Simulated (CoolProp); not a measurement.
Vapour-liquid equilibrium of propylene (1) + R114 (2) at 55.35 °C; x and y are mole fractions of (1).

The numbers come from the multi-fluid Helmholtz-energy mixture model, Lemmon 2013 and Platzer 1990; pair parameters Bell 2016 in CoolProp. This equation is an older, rougher fit; its heat capacities, sound speeds and derivatives of the liquid may be far off and weren't checked against measurements.

| x | bubble pressure (kPa) | y at the bubble point | dew pressure at overall composition x (kPa) | liquid density (mol/L) |
|---|---|---|---|---|
| 0.05 | 615.7 | 0.182 | 539.1 | 8.035 |
| 0.125 | 768.3 | 0.369 | 580.3 | 8.196 |
| 0.2 | 919.1 | 0.496 | 627.9 | 8.359 |
| 0.275 | 1066 | 0.587 | 683.6 | 8.525 |
| 0.35 | 1206 | 0.656 | 749.6 | 8.694 |
| 0.425 | 1341 | 0.711 | 828.6 | 8.867 |
| 0.5 | 1470 | 0.757 | 924.9 | 9.046 |
| 0.575 | 1595 | 0.797 | 1044 | 9.231 |
| 0.65 | 1718 | 0.833 | 1192 | 9.425 |
| 0.725 | 1839 | 0.867 | 1378 | 9.632 |
| 0.8 | 1960 | 0.902 | 1606 | 9.856 |
| 0.875 | 2084 | 0.937 | 1866 | 10.10 |
| 0.95 | 2212 | 0.974 | 2131 | 10.38 |

No azeotrope shows between x = 0.05 and 0.95.

Pair parameters are fitted to limited data, so mixtures are less certain than the pure fluids.
